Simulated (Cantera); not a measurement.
A closed system holds: 1 mol B₂O₃, 0.12 mol H₂O, a varied amount of NH₃, at 0.100 bar.

These are equilibrium values from Cantera (NASA tables, ideal gas, pure condensed phases), not measurements of a reactor. Candidate condensed phases: B, BN, B₂O₃, B₃O₃H₃, H₂O; 39 gas species. Gases not in the tables: H₃BO₃. Kinetics and transport are ignored.

Stable condensed phases, one row left out:

```
T in °C \ n(NH₃) in mol
         0.19 0.27 0.37 0.51 0.71 0.99  1.4  1.9  2.7  3.7  5.2  7.2
   1927     A    A    A    A    A    A    A    A    A    A    A    A
   1827     A    A    A    A    A    A    A    A    A    A    A    A
   1627     B    B    B    B    B    B    B    B    A    A    A    A
   1527     B    B    B    B    B    B    B    B    B    B    B    A
   1427     B    B    B    B    B    B    B    B    B    B    B    B
   1327     B    B    B    B    B    B    B    B    B    B    B    B
   1227     B    B    B    B    B    B    B    B    B    B    B    B
   1127     B    B    B    B    B    B    B    B    B    B    B    B
   1027     B    B    B    B    B    B    B    B    B    B    B    B
    927     B    B    B    B    B    B    B    B    B    B    B    B
    827     B    B    B    B    B    B    B    B    B    B    B    B
    727     B    B    B    B    B    B    B    B    B    B    B    B
    627     B    B    B    B    B    B    B    B    B    B    B    B
```

A: gas only; B: B₂O₃.

Task: Give the row for 1727 °C.

Result: 0.19: B₂O₃; 0.27: B₂O₃; 0.37: B₂O₃; 0.51: gas only; 0.71: gas only; 0.99: gas only; 1.4: gas only; 1.9: gas only; 2.7: gas only; 3.7: gas only; 5.2: gas only; 7.2: gas only.
